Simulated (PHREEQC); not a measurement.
Model water analysis in mg/kgw, 25 °C, pH 6.41, pe 2.2:

```json
[
 {"constituent": "Na", "mg/kgw": "2400"},
 {"constituent": "K", "mg/kgw": "78.4"},
 {"constituent": "Ca", "mg/kgw": "101"},
 {"constituent": "Mg", "mg/kgw": "169"},
 {"constituent": "Cl", "mg/kgw": "4050"},
 {"constituent": "S(6) as SO4", "mg/kgw": "582"},
 {"constituent": "Alkalinity as HCO3", "mg/kgw": "1.57e-07"},
 {"constituent": "Sr", "mg/kgw": "9.9"}
]
```

Cl is adjusted to close the charge balance.
Valence states are taken as typed.

Model: ion-association model, phreeqc.dat, run in PHREEQC.

- ionic strength: 0.136 mol/kgw
- specific conductance: 12500 µS/cm
- density: 1.002 g/cm³

```json
[
 {"species": "Cl-", "molality": "0.114", "activity": "0.0844", "log γ": "-0.128"},
 {"species": "Na+", "molality": "0.104", "activity": "0.0796", "log γ": "-0.115"},
 {"species": "Mg+2", "molality": "0.00619", "activity": "0.00233", "log γ": "-0.424"},
 {"species": "SO4-2", "molality": "0.00431", "activity": "0.00145", "log γ": "-0.474"},
 {"species": "Ca+2", "molality": "0.00231", "activity": "0.000829", "log γ": "-0.446"},
 {"species": "K+", "molality": "0.00199", "activity": "0.00147", "log γ": "-0.130"}
]
```

No solid was allowed to form. Complexes and solids missing from the database can't appear.
